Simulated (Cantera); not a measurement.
# Moist CO burnout

An isothermal, constant-pressure homogeneous reactor starts with CO : O₂ : H₂O : N₂ = 0.0012 : 0.0074 : 0.00037 : 1 (molar parts), at 1323 K and 10.0 bar.

Computed with Cantera and GRI-Mech 3.0 (53 species, 325 reactions).

| t (s) | x CO | x O₂ | x H₂O | x OH | x O | x NO | x CO₂ |
|---|---|---|---|---|---|---|---|
| 4.00e-6 | 0.00119 | 0.00733 | 0.000367 | 1.17e-12 | 1.00e-10 | <1e-12 | 1.01e-10 |
| 9.72e-6 | 0.00119 | 0.00733 | 0.000367 | 4.36e-12 | 2.43e-10 | <1e-12 | 2.46e-10 |
| 2.36e-5 | 0.00119 | 0.00733 | 0.000367 | 1.85e-11 | 5.84e-10 | <1e-12 | 6.04e-10 |
| 5.74e-5 | 0.00119 | 0.00733 | 0.000367 | 8.18e-11 | 1.40e-9 | <1e-12 | 1.53e-9 |
| 0.000139 | 0.00119 | 0.00733 | 0.000367 | 3.41e-10 | 3.39e-9 | <1e-12 | 4.29e-9 |
| 0.000339 | 0.00119 | 0.00733 | 0.000367 | 1.45e-9 | 9.30e-9 | <1e-12 | 1.61e-8 |
| 0.000823 | 0.00119 | 0.00733 | 0.000367 | 9.97e-9 | 4.66e-8 | <1e-12 | 1.22e-7 |
| 0.00200 | 0.00118 | 0.00733 | 0.000366 | 3.57e-7 | 1.32e-6 | 9.37e-12 | 5.07e-6 |
| 0.00486 | 0.00104 | 0.00726 | 0.000364 | 1.70e-6 | 5.29e-6 | 3.55e-9 | 0.000145 |
| 0.0118 | 0.000724 | 0.00710 | 0.000365 | 1.64e-6 | 4.18e-6 | 3.68e-8 | 0.000465 |
| 0.0287 | 0.000322 | 0.00690 | 0.000365 | 1.49e-6 | 2.44e-6 | 1.47e-7 | 0.000868 |
| 0.0697 | 6.18e-5 | 0.00677 | 0.000366 | 1.23e-6 | 8.02e-7 | 3.03e-7 | 0.00113 |
| 0.169 | 3.66e-6 | 0.00674 | 0.000367 | 7.64e-7 | 1.35e-7 | 3.93e-7 | 0.00119 |
| 0.412 | 1.16e-7 | 0.00674 | 0.000367 | 3.44e-7 | 2.17e-8 | 4.19e-7 | 0.00119 |
| 1.00 | 3.21e-9 | 0.00674 | 0.000367 | 2.04e-7 | 7.47e-9 | 4.23e-7 | 0.00119 |
x: mole fraction; the columns are a selection and need not sum to one.

Equilibrium at this temperature and pressure: CO 1.11e-9, O₂ 0.00670, H₂O 0.000367, OH 1.97e-7, O 6.93e-9, NO 9.24e-5, CO₂ 0.00119 (gas phase only).
